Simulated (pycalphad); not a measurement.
Computed with pycalphad from the COST 507 light-alloy database (1999), at 1 atm. No gas phase is included, though pure Mg would boil below 1377 °C. The data set is of 1999 and partly superseded. Diffusion is slow at the low end, where real alloys seldom reach equilibrium.

Molar enthalpy of Mg-0.84Si (at.%) in equilibrium (SER reference):

```csv
T (°C),H (kJ/mol),phases
1377,50.98,LIQUID
1277,47.55,LIQUID
1177,44.13,LIQUID
1077,40.70,LIQUID
977,37.28,LIQUID
877,33.85,LIQUID
777,30.43,LIQUID
727,28.71,LIQUID
677,27.00,LIQUID
627,16.41,HCP_A3 + MG2SI
577,14.84,HCP_A3 + MG2SI
477,11.80,HCP_A3 + MG2SI
377,8.88,HCP_A3 + MG2SI
277,6.07,HCP_A3 + MG2SI
177,3.36,HCP_A3 + MG2SI
77,0.76,HCP_A3 + MG2SI
```

Cooling from 677 °C to 627 °C, across the freezing range, releases 10.6 kJ/mol, or 435 J/g. The slope is 34 J/(mol K) in the liquid and 31 J/(mol K) just below the solidus, where it includes any heat of precipitation. Liquidus 643 °C, solidus 639 °C. Changes were sought between steps of 50 K, so a narrower field can be missed.

Database names, with the compositions (at.%) that they take in these runs: MG2SI: Mg 67 Si 33. HCP_A3 is hcp.
